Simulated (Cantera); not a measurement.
Input: 1 mol HMDSO, 0.72 mol H₂O, at 1248.15 K and 0.133 bar.

Equilibrium computed with Cantera from the NASA thermochemical tables; the gas is ideal and each condensed phase is pure. Candidate condensed phases: C, C₆H₆, C₇H₈, C₈H₁₈, H₂O, Si, SiC, SiO₂; 123 gas species. The feed counts by its element totals alone. Mutual solubility and eutectic melting of coexisting phases are not modelled. The tables hold silica as quartz up to 1696 K and as liquid above; real silica turns to tridymite and cristobalite and melts near 1996 K. Equilibrium is a limit: real reactors are often held back by kinetics, nucleation or transport.

Base state: H₂ 0.997, CH₄ 0.00148, CO 0.00131 (mole fractions); condensed: C(graphite) + SiC(s) + SiO₂(β-quartz).

Q: What changes in the equilibrium state with this change: HMDSO replaced by Si₂H₆?

A: 
| species | before | after |
|---|---|---|
| H₂ | 0.997 | 1.000 |
| SiO | 7.20e-7 | 1.52e-5 |
| CH₄ | 0.00148 | 0 |
| CO | 0.00131 | 0 |
| C(graphite), mol | 4.83 | 0 |
| SiC(s), mol | 1.15 | 0 |
| SiO₂(β-quartz), mol | 0.854 | 0.360 |
| Si(s), mol | 0 | 1.64 |
